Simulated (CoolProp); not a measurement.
Saturation properties of fluoroethane (R161) (Tc = 102.1 °C, pc = 5.010 MPa, ω = 0.216).

The numbers come from the reference Helmholtz-energy equation of state, Wu 2012 in CoolProp.

```tsv
T (°C)	p (MPa)	liquid density (kg/m³)	enthalpy of vaporisation (kJ/kg)
-72.15	0.01501	864.7	459.8
-64.65	0.02417	854.8	452.5
-57.15	0.03747	844.8	445.0
-49.65	0.05615	834.6	437.5
-42.15	0.08164	824.2	429.8
-34.65	0.1156	813.6	421.7
-27.15	0.1597	802.6	413.3
-19.65	0.2160	791.2	404.5
-12.15	0.2866	779.4	395.2
-4.55	0.3749	766.8	385.3
2.95	0.4809	753.9	374.8
10.45	0.6080	740.1	363.7
17.95	0.7589	725.6	351.8
25.45	0.9359	710.1	339.1
32.95	1.142	693.5	325.6
```

It boils at -37.6 °C under 1 atm.
